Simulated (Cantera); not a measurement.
A closed system holds: 1 mol Si, 2.8 mol Cl2, 7.1 mol H2, held at 1373.15 K and 101000 Pa.

Method: chemical equilibrium by Gibbs-energy minimisation in Cantera with the NASA 1993 tables (ideal gas, pure condensed phases). Candidate condensed phases: Si; 19 gas species. The tables' values for SiCl3 are old estimates; treat these amounts as uncertain. Equilibrium is a limit: real reactors are often held back by kinetics, nucleation or transport.

Base state: H2 0.672, HCl 0.217, SiCl4 0.0784, SiHCl3 0.0153, SiCl3 0.0104, SiCl2 0.00641, SiH2Cl2 0.000445 (mole fractions); condensed: gas only.

Problem. What changes in the equilibrium state with this change: temperature from 1373.15 K to 1323 K?

Solution. 
```csv
species,before,after
H2,0.672,0.682
HCl,0.217,0.207
SiCl4,0.0784,0.0869
SiCl3,0.0104,0.00690
SiHCl3,0.0153,0.0145
SiCl2,0.00641,0.00300
SiH2Cl2,0.000445,0.000348
```

Problem. What changes in the equilibrium state with this change: temperature from 1373.15 K to 1150 K?

Solution. 
| species | before | after |
|---|---|---|
| H2 | 0.672 | 0.699 |
| HCl | 0.217 | 0.189 |
| SiCl4 | 0.0784 | 0.104 |
| SiCl3 | 0.0104 | 0.000858 |
| SiHCl3 | 0.0153 | 0.00779 |
| SiCl2 | 0.00641 | 7.78e-5 |
| SiH2Cl2 | 0.000445 | 7.36e-5 |
